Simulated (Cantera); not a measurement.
A Cantera script and what it prints.

```python
import numpy as np
import cantera as ct

gas_names = """
    O2 CO CrO3
""".split()
cond_names = """
    Ti(a) Ti(b) Ti(L) Ti2O3(a) Ti2O3(b) Ti2O3(L) Li(cr) Li(L) Li2O(s) Li2O(L) C(gr) Cr(cr) Cr(L)
""".split()


# ... load() reads the species with a 1 bar reference pressure and builds the phases ...
species = {s.name: s for s in load("nasa_gas.yaml", gas_names) + load("nasa_condensed.yaml", cond_names)}
# Each term lists the table entries of one substance; the one whose range holds T is used.
reactions = {
    '1.333 Ti + O2(g) = 0.6667 Ti2O3':
        [(-1.3333333333333333, ['Ti(a)', 'Ti(b)', 'Ti(L)']), (-1, ['O2']), (0.6666666666666666, ['Ti2O3(a)', 'Ti2O3(b)', 'Ti2O3(L)'])],
    '4 Li + O2(g) = 2 Li2O':
        [(-4, ['Li(cr)', 'Li(L)']), (-1, ['O2']), (2, ['Li2O(s)', 'Li2O(L)'])],
    '2 C + O2(g) = 2 CO(g)':
        [(-2, ['C(gr)']), (-1, ['O2']), (2, ['CO'])],
    '0.6667 Cr + O2(g) = 0.6667 CrO3(g)':
        [(-0.6666666666666666, ['Cr(cr)', 'Cr(L)']), (-1, ['O2']), (0.6666666666666666, ['CrO3'])],
}


def pick(names, T):
    return next(species[n] for n in names if species[n].thermo.min_temp <= T <= species[n].thermo.max_temp)


results = []
for label, terms in reactions.items():
    print(label)
    print("     T/K   dH/kJ  dS/(J/K)   dG/kJ   log10 K")
    for T in [300, 673, 698, 723, 748, 773, 798, 823]:
        used = [(nu, pick(names, T)) for nu, names in terms]
        dH = sum(nu * s.thermo.h(T) for nu, s in used) / 1e6
        dS = sum(nu * s.thermo.s(T) for nu, s in used) / 1e3
        dG = dH - T * dS / 1e3
        logK = -dG * 1e6 / (ct.gas_constant * T * np.log(10))
        results.append((label, T, dH, dS, dG, logK, [s.name for _, s in used]))
        print(f"{T:8g} {dH:8.1f} {dS:8.1f} {dG:8.1f} {logK:8.2f}")
```

It prints:

```
1.333 Ti + O2(g) = 0.6667 Ti2O3
     T/K   dH/kJ  dS/(J/K)   dG/kJ   log10 K
     300  -1013.9   -194.4   -955.6   166.37
     673  -1007.0   -180.7   -885.4    68.72
     698  -1006.5   -179.9   -880.9    65.92
     723  -1005.9   -179.1   -876.4    63.32
     748  -1005.4   -178.4   -871.9    60.89
     773  -1004.8   -177.7   -867.5    58.62
     798  -1004.3   -177.0   -863.1    56.49
     823  -1003.8   -176.4   -858.6    54.50
4 Li + O2(g) = 2 Li2O
     T/K   dH/kJ  dS/(J/K)   dG/kJ   log10 K
     300  -1197.4   -245.9  -1123.7   195.64
     673  -1213.0   -281.2  -1023.8    79.46
     698  -1212.9   -281.0  -1016.8    76.09
     723  -1212.8   -280.8  -1009.8    72.95
     748  -1212.6   -280.6  -1002.7    70.02
     773  -1212.4   -280.3   -995.7    67.28
     798  -1212.2   -280.0   -988.7    64.72
     823  -1211.9   -279.6   -981.7    62.31
2 C + O2(g) = 2 CO(g)
     T/K   dH/kJ  dS/(J/K)   dG/kJ   log10 K
     300   -221.0    178.8   -274.7    47.82
     673   -220.7    180.5   -342.2    26.56
     698   -220.9    180.2   -346.7    25.94
     723   -221.1    179.9   -351.2    25.37
     748   -221.3    179.6   -355.7    24.84
     773   -221.6    179.3   -360.2    24.34
     798   -221.8    179.0   -364.7    23.87
     823   -222.1    178.7   -369.1    23.43
0.6667 Cr + O2(g) = 0.6667 CrO3(g)
     T/K   dH/kJ  dS/(J/K)   dG/kJ   log10 K
     300   -195.3    -43.5   -182.2    31.73
     673   -196.6    -46.7   -165.2    12.82
     698   -196.6    -46.7   -164.0    12.27
     723   -196.7    -46.8   -162.9    11.77
     748   -196.8    -46.9   -161.7    11.29
     773   -196.8    -46.9   -160.5    10.85
     798   -196.9    -47.0   -159.3    10.43
     823   -196.9    -47.1   -158.2    10.04
```

Source: NASA polynomial tables (part measured, part estimated), evaluated in Cantera. Condensed species are held in their standard states even where they would react or evaporate.
